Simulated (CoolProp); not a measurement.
Properties of R245fa along the isobar 0.101 MPa.

Computed with CoolProp (reference Helmholtz-energy equation of state, Akasaka 2015).

```json
[
 {"T (K)": "334.2", "phase": "gas", "cp (kJ/(kg K))": "0.9425", "cv (kJ/(kg K))": "0.8719", "viscosity (µPa s)": "13.3", "fugacity coefficient": "0.9772"},
 {"T (K)": "347.4", "phase": "gas", "cp (kJ/(kg K))": "0.9630", "cv (kJ/(kg K))": "0.8937", "viscosity (µPa s)": "13.8", "fugacity coefficient": "0.9803"},
 {"T (K)": "360.6", "phase": "gas", "cp (kJ/(kg K))": "0.9837", "cv (kJ/(kg K))": "0.9154", "viscosity (µPa s)": "14.3", "fugacity coefficient": "0.9829"},
 {"T (K)": "373.9", "phase": "gas", "cp (kJ/(kg K))": "1.005", "cv (kJ/(kg K))": "0.9372", "viscosity (µPa s)": "14.9", "fugacity coefficient": "0.9850"},
 {"T (K)": "387.1", "phase": "gas", "cp (kJ/(kg K))": "1.025", "cv (kJ/(kg K))": "0.9586", "viscosity (µPa s)": "15.4", "fugacity coefficient": "0.9868"},
 {"T (K)": "400.3", "phase": "gas", "cp (kJ/(kg K))": "1.046", "cv (kJ/(kg K))": "0.9798", "viscosity (µPa s)": "15.9", "fugacity coefficient": "0.9884"},
 {"T (K)": "413.5", "phase": "gas", "cp (kJ/(kg K))": "1.066", "cv (kJ/(kg K))": "1.001", "viscosity (µPa s)": "16.4", "fugacity coefficient": "0.9897"},
 {"T (K)": "426.8", "phase": "gas", "cp (kJ/(kg K))": "1.087", "cv (kJ/(kg K))": "1.022", "viscosity (µPa s)": "16.9", "fugacity coefficient": "0.9908"},
 {"T (K)": "440", "phase": "gas", "cp (kJ/(kg K))": "1.107", "cv (kJ/(kg K))": "1.042", "viscosity (µPa s)": "17.4", "fugacity coefficient": "0.9918"}
]
```

Viscosity comes from a separate model (Bell 2016), an estimate that may be off by 10 % or more.
